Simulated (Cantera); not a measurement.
Cantera run, input and output.

```python
import numpy as np
import cantera as ct

gas = ct.Solution("gri30.yaml")
gas.TPX = 1450, 2666, {'H2': 0.085, 'O2': 1, 'N2': 0.31}
reactor = ct.IdealGasConstPressureReactor(gas, energy="off", clone=False)
net = ct.ReactorNet([reactor])
net.rtol, net.atol = 1e-08, 1e-18
show = ['H2', 'O2', 'N2O', 'NO', 'O']
times = np.geomspace(1e-05, 100, 10)

steps = ct.SolutionArray(gas, extra=["t"])
rows = []
print(f"{'t/s':>10s}{'T/K':>9s}{'P/Pa':>11s}" + "".join(f"{s:>11s}" for s in show))
for t in times:
    while net.time < t:
        t_next = net.step()
        steps.append(gas.state, t=t_next)
    rows.append([np.interp(t, steps.t, y) for y in (steps.T, steps.P, *steps(*show).X.T)])
    print(f"{t:10.3e}{rows[-1][0]:9.1f}{rows[-1][1]:11.4g}" + "".join(f"{x:11.3e}" for x in rows[-1][2:]))
rate = np.gradient(steps.T, steps.t)
print("integrator steps:", len(steps.t))
if steps.T.max() > steps.T[0] + 200:
    print(f"time of steepest temperature rise: {steps.t[rate.argmax()]:.4e} s")
gas.TPX = 1450, 2666, {'H2': 0.085, 'O2': 1, 'N2': 0.31}
gas.equilibrate("TP")
print(f"equilibrium (TP): T = {gas.T:.1f} K  " + "  ".join(f"{s} {gas[s].X[0]:.3e}" for s in show))
```

It prints:

```
       t/s      T/K       P/Pa         H2         O2        N2O         NO          O
 1.000e-05   1450.0       2666  6.093e-02  7.168e-01  4.236e-15  1.407e-18  1.281e-08
 5.995e-05   1450.0       2666  6.093e-02  7.168e-01  3.778e-14  2.684e-16  3.311e-07
 3.594e-04   1450.0       2666  5.629e-02  7.134e-01  1.648e-11  1.117e-11  2.057e-03
 2.154e-03   1450.0       2666  1.415e-03  6.699e-01  6.075e-09  1.579e-07  3.835e-02
 1.292e-02   1450.0       2666  9.291e-04  6.839e-01  7.929e-09  7.174e-07  2.393e-02
 7.743e-02   1450.0       2666  1.597e-04  7.035e-01  1.339e-08  1.094e-06  3.868e-03
 4.642e-01   1450.0       2666  8.185e-06  7.075e-01  1.831e-08  1.143e-06  1.953e-04
 2.783e+00   1450.0       2666  6.913e-07  7.079e-01  1.011e-08  1.154e-06  1.651e-05
 1.668e+01   1450.0       2666  4.358e-07  7.079e-01  5.023e-09  1.164e-06  1.041e-05
 1.000e+02   1450.0       2666  4.358e-07  7.079e-01  5.022e-09  1.222e-06  1.041e-05
integrator steps: 1659
equilibrium (TP): T = 1450.0 K  H2 4.360e-07  O2 7.074e-01  N2O 5.177e-09  NO 9.442e-04  O 1.041e-05
```

Computed with Cantera and GRI-Mech 3.0 (53 species, 325 reactions). Radical loss at walls, strong at low pressure, is not modelled. The temperature is held fixed by assumption; the heat of reaction is taken as removed at once.
